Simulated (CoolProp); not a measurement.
Computed with CoolProp (reference Helmholtz-energy equation of state, Lemmon 2005). It is a short technical equation, of lower accuracy than the large ones.

### Question
For isobutene, give the phase and the cp (kJ/(kg K)) at 550 K and 0.114 MPa; 550 K and 5.3 MPa.

### Answer
- 550 K and 0.114 MPa: gas; cp 2.49
- 550 K and 5.3 MPa: supercritical; cp 2.78
